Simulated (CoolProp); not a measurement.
Nitrogen along the isotherm -167.15 °C: fugacity coefficient from the reference equation and from simpler models built on Tc = -147.0 °C, pc = 3.396 MPa, ω = 0.037; each cubic takes its own stable root.

The numbers come from the reference Helmholtz-energy equation of state, Span 2000 in CoolProp.

| p (MPa) | phase | reference | van der Waals | Redlich-Kwong | Soave-Redlich-Kwong | Peng-Robinson |
|---|---|---|---|---|---|---|
| 0.0268 | gas | 0.9956 | 0.9965 | 0.9956 | 0.9956 | 0.9952 |
| 0.0611 | gas | 0.9901 | 0.9919 | 0.9900 | 0.9900 | 0.9892 |
| 0.139 | gas | 0.9774 | 0.9816 | 0.9772 | 0.9772 | 0.9754 |
| 0.316 | gas | 0.9487 | 0.9583 | 0.9484 | 0.9483 | 0.9445 |
| 0.72 | gas | 0.8833 | 0.9050 | 0.8830 | 0.8829 | 0.8748 |
| 1.64 | liquid | 0.5848 | 0.7766 | 0.5920 | 0.5906 | 0.5773 |
| 3.73 | liquid | 0.2842 | 0.3946 | 0.2889 | 0.2882 | 0.2783 |
| 8.49 | liquid | 0.1557 | 0.2357 | 0.1590 | 0.1586 | 0.1494 |
